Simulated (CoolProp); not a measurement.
Properties of hydrogen sulfide along the isobar 10.9 MPa (Tc = 373.1 K, pc = 8.999 MPa, ω = 0.101).

Model: reference Helmholtz-energy equation of state, Lemmon 2006, in CoolProp. It is a short technical equation, of lower accuracy than the large ones.

| T (K) | phase | density (kg/m³) | cp (kJ/(kg K)) | expansivity (1/kK) | viscosity (µPa s) | fugacity coefficient |
|---|---|---|---|---|---|---|
| 316.6 | liquid | 754.4 | 2.216 | 3.366 | 114 | 0.2624 |
| 325.3 | liquid | 731.5 | 2.294 | 3.744 | 105 | 0.3045 |
| 334.1 | liquid | 706.3 | 2.398 | 4.247 | 96.7 | 0.3500 |
| 342.9 | liquid | 678.4 | 2.542 | 4.947 | 88.1 | 0.3979 |
| 351.6 | liquid | 647.1 | 2.753 | 5.981 | 79.7 | 0.4471 |
| 360.4 | liquid | 609.7 | 3.104 | 7.742 | 70.9 | 0.4980 |
| 369.1 | liquid | 562.3 | 3.807 | 11.38 | 61.5 | 0.5484 |
| 377.9 | supercritical | 487.8 | 6.165 | 24.35 | 49.9 | 0.5981 |
| 386.6 | supercritical | 317.1 | 11.60 | 60.74 | 31.5 | 0.6408 |
| 395.4 | supercritical | 227.8 | 4.899 | 23.64 | 24.5 | 0.6725 |
| 404.1 | supercritical | 194.2 | 3.322 | 14.62 | 22.5 | 0.6981 |

The peak of cp marks the crossing from liquid-like to gas-like fluid above the critical point.

Viscosity comes from a separate model (Quiñones-Cisneros 2012).
